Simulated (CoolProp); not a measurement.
R13 along the isotherm 32.45 °C: density (kg/m³) from the reference equation and from simpler models built on Tc = 29.9 °C, pc = 3973 kPa, ω = 0.175; each cubic takes its own stable root.

Computed with CoolProp (reference Helmholtz-energy equation of state, Platzer 1990). This equation is an older, rougher fit; its heat capacities, sound speeds and derivatives of the liquid may be far off and weren't checked against measurements.

```csv
p (kPa),phase,reference
903,gas,40.33
1810,gas,89.82
2710,gas,155.4
3610,gas,265.7
4510,supercritical,781.9
5420,supercritical,897.1
6320,supercritical,949.3
7220,supercritical,985.0
8130,supercritical,1013
9030,supercritical,1035
9930,supercritical,1055
```

### Question
How far does each simpler model (van der Waals, Redlich-Kwong, Soave-Redlich-Kwong) lie from the reference over these 11 states: mean and median of the absolute difference, and the worst?

### Answer
- van der Waals: mean 17.1 %, median 24.3 %, worst -25.3 % at 32.45 °C and 5420 kPa
- Redlich-Kwong: mean 6.3 %, median 7.1 %, worst -13.3 % at 32.45 °C and 4510 kPa
- Soave-Redlich-Kwong: mean 6.7 %, median 7.4 %, worst -14.6 % at 32.45 °C and 4510 kPa
